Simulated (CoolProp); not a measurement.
Vapour pressure (bar) of o-xylene: the reference equation beside estimates from Tc = 357.1 °C, pc = 37.37 bar, ω = 0.312. Clausius-Clapeyron is anchored at 171.75 °C with a constant enthalpy of vaporisation of 34.50 kJ/mol.

Model: reference Helmholtz-energy equation of state, Zhou 2012, in CoolProp.

```csv
T (°C),reference,Lee-Kesler,Clausius-Clapeyron,van der Waals,Redlich-Kwong,Soave-Redlich-Kwong,Peng-Robinson
166.55,1.761,1.759,1.779,7.364,3.176,1.758,1.754
169.15,1.871,1.871,1.880,7.589,3.339,1.869,1.864
171.75,1.986,1.988,1.986,7.819,3.507,1.986,1.979
174.35,2.107,2.110,2.097,8.053,3.681,2.109,2.100
176.85,2.228,2.234,2.208,8.282,3.854,2.232,2.221
179.45,2.360,2.367,2.328,8.524,4.040,2.366,2.353
182.05,2.498,2.507,2.453,8.772,4.232,2.506,2.490
184.65,2.642,2.653,2.584,9.024,4.431,2.652,2.634
187.25,2.792,2.806,2.719,9.280,4.637,2.805,2.785
189.85,2.948,2.965,2.860,9.541,4.849,2.964,2.941
192.45,3.112,3.131,3.007,9.807,5.068,3.130,3.105
195.05,3.282,3.304,3.160,10.08,5.294,3.304,3.275
197.55,3.452,3.477,3.312,10.34,5.517,3.477,3.446
200.15,3.636,3.664,3.476,10.62,5.757,3.665,3.631
```

Absolute difference from the reference over all 14 rows, mean and median: Lee-Kesler 0.4 and 0.4 %, Clausius-Clapeyron 2.1 and 2.0 %, van der Waals 249.7 and 246.4 %, Redlich-Kwong 68.9 and 68.6 %, Soave-Redlich-Kwong 0.4 and 0.3 %, Peng-Robinson 0.3 and 0.3 %.
